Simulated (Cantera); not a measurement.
A Cantera script and what it prints.

```python
import numpy as np
import cantera as ct

gas_names = """
    CL CLO CL2 H HCL HOCL HO2 H2 H2O H2O2 O OH O2 O3 Si SiCL SiCL2 SiCL3 SiCL4 SiH SiHCL3 SiH2 SiH2CL2
    SiH3 SiH3CL SiH4 SiO SiO2 Si2 Si3
""".split()
cond_names = """
    H2O(s) H2O(L) Si(cr) Si(L) SiO2(Lqz) SiO2(hqz) SiO2(L)
""".split()


# ... load() reads the species with a 1 bar reference pressure and builds the phases ...
atoms = {
    'Si': {'Si': 1},
    'HCl': {'H': 1, 'CL': 1},
    'O2': {'O': 2},
}
top_T = {}  # K; cautious upper limits of use, not melting points


# ... equilibrate(T, P, feed) seeds the gas with the atoms and calls Mixture.equilibrate('TP', solver="vcs", rtol=1e-11, max_steps=5000) ...
results = []
feed = {'Si': 1, 'HCl': 0.086, 'O2': 0.07}  # mol
T = 823.15  # K
P = 10000  # Pa
mix = equilibrate(T, P, feed)
results.append((T, P, feed, dict(zip(mix.species_names, mix.species_moles))))
print(gas.report(threshold=0.001))
for i in range(1, mix.n_phases):
    print(f"{mix.phase(i).name:16s} {mix.phase_moles(i):12.5e} mol")
```

Result:

```
       temperature   823.15 K
          pressure   10000 Pa
           density   0.086622 kg/m^3
  mean mol. weight   59.284 kg/kmol
   phase of matter   gas

                          1 kg             1 kmol
                     ---------------   ---------------
          enthalpy       -3.3005e+06       -1.9567e+08  J
   internal energy       -3.4159e+06       -2.0251e+08  J
           entropy            4738.8        2.8093e+05  J/K
    Gibbs function       -7.2012e+06       -4.2692e+08  J
 heat capacity c_p             941.9             55840  J/K
 heat capacity c_v            801.65             47525  J/K

                      mass frac. Y      mole frac. X     chem. pot. / RT
                     ---------------   ---------------   ---------------
               HCL          0.002219         0.0036083           -45.225
                H2          0.021853           0.64264           -19.789
             SiCL4           0.83074            0.2899           -144.61
            SiHCL3           0.14261          0.062421           -119.17
           SiH2CL2         0.0019266         0.0011309           -93.734
     [  +25 minor]         0.0006516        0.00029566

Si(cr)            9.07525e-01 mol
SiO2(Lqz)         7.00000e-02 mol
```

Equilibrium computed with Cantera from the NASA thermochemical tables; the gas is ideal and each condensed phase is pure. The tables' values for SiCl3 are old estimates; treat these amounts as uncertain.
